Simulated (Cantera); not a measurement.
## Thermodynamics of roasting and sulfation, feed Fe2O3 + SO3 + H2O

Input: 1 mol Fe2O3, 0.11 mol SO3, 0.18 mol H2O, held at 4.10 bar.

Equilibrium computed with Cantera from the NASA thermochemical tables; the gas is ideal and each condensed phase is pure. Candidate condensed phases: Fe, FeO, Fe(OH)2, Fe(OH)3, FeS, FeSO4, FeS2, Fe2O3, Fe2(SO4)3, Fe3O4, H2O, H2SO4, S; 22 gas species. The numbers say what is thermodynamically allowed, not how fast it happens.

```tsv
T (K)	x H2O	x SO2	x SO3	x O2	x H2SO4	x OH	n Fe2O3(s)	n Fe2(SO4)3(s)
723	1.000	1.53e-5	1.43e-5	7.65e-6	1.74e-5	1.12e-11	0.963	0.0367
748	1.000	4.43e-5	4.06e-5	2.21e-5	2.94e-5	3.61e-11	0.963	0.0367
773	1.000	0.000119	0.000108	5.97e-5	4.80e-5	1.07e-10	0.963	0.0367
798	0.999	0.000302	0.000269	0.000151	7.61e-5	2.99e-10	0.963	0.0366
823	0.998	0.000723	0.000634	0.000361	0.000117	7.80e-10	0.963	0.0366
848	0.996	0.00164	0.00142	0.000821	0.000176	1.92e-9	0.964	0.0365
873	0.991	0.00355	0.00304	0.00178	0.000259	4.50e-9	0.964	0.0363
898	0.982	0.00737	0.00623	0.00368	0.000370	1.00e-8	0.964	0.0358
```
x: gas mole fraction; n: condensed amount in mol.

From 723 K to 898 K the condensed part is Fe2O3(s) + Fe2(SO4)3(s).
